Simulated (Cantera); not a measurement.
Input: 1 mol SrCl2, 4.1 mol H2, 0.52 mol N2, equilibrated at 1.00 bar.

Cantera equilibrium calculation (NASA polynomials, part measured and part estimated; ideal gas, pure solids and liquids). Candidate condensed phases: NH4Cl, Sr, SrCl2; 15 gas species. The numbers say what is thermodynamically allowed, not how fast it happens.

Which condensed phases are stable at each of these points (T (K)): 973, 1173, 1373, 1573, 1773, 1973, 2173?


```json
[
 {"T (K)": "973", "condensed phases": "SrCl2(s)", "Sr condensed (%)": "100.0"},
 {"T (K)": "1173", "condensed phases": "SrCl2(l)", "Sr condensed (%)": "100.0"},
 {"T (K)": "1373", "condensed phases": "SrCl2(l)", "Sr condensed (%)": "100.0"},
 {"T (K)": "1573", "condensed phases": "SrCl2(l)", "Sr condensed (%)": "99.4"},
 {"T (K)": "1773", "condensed phases": "SrCl2(l)", "Sr condensed (%)": "93.1"},
 {"T (K)": "1973", "condensed phases": "SrCl2(l)", "Sr condensed (%)": "51.9"},
 {"T (K)": "2173", "condensed phases": "gas only", "Sr condensed (%)": "0.0"}
]
```

At 973 K the condensed part is SrCl2(s). From 1173 K to 1973 K the condensed part is SrCl2(l). At 2173 K nothing is condensed.
